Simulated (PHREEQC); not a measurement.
Consider water at 20 °C with 8.5 mmol/kgw NH4HF2, 30 mmol/kgw H2SiF6, 0.14 mmol/kgw H3PO4 and 15 mmol/kgw H2SO4. Closed to the air; pH follows from the charge balance.

Computed with PHREEQC (ion-association model, phreeqc.dat).

Each row changes one thing in this solution. Precipitation was switched off in this run.

| case | pH | ionic strength (mol/kgw) | HF (mol/kgw) | HSO4- (mol/kgw) | SO4-2 (mol/kgw) | F- (mol/kgw) | SI of Quartz (SiO2) |
|---|---|---|---|---|---|---|---|
| as made | 1.23 | 0.114 | 0.0167 | 0.0104 | 0.00440 | 0.000283 | -1.34 |
| NH4HF2 left out | 1.20 | 0.110 | 0.00665 | 0.0108 | 0.00418 | 0.000104 | +1.12 |
| H3PO4 replaced by K2HPO4 at the same molality | 1.23 | 0.114 | 0.0167 | 0.0104 | 0.00441 | 0.000284 | -1.34 |
| H3PO4 replaced by (NH4)2HPO4 at the same molality | 1.23 | 0.114 | 0.0167 | 0.0104 | 0.00441 | 0.000284 | -1.34 |
| diluted 10-fold with water | 2.17 | 0.0121 | 0.00303 | 0.000449 | 0.00104 | 0.000364 | +0.51 |
| 0.00081 mol/kgw KOH added | 1.24 | 0.114 | 0.0167 | 0.0104 | 0.00443 | 0.000286 | -1.35 |
| H3PO4 from 0.00014 to 0.000154 mol/kgw | 1.23 | 0.114 | 0.0167 | 0.0104 | 0.00440 | 0.000283 | -1.34 |

Complexes and solids missing from the database can't appear. Some of these states are supersaturated (in Quartz (slow to form), Chalcedony (slow to form), for instance). SiF6-2 is the database's only silicon fluoride.
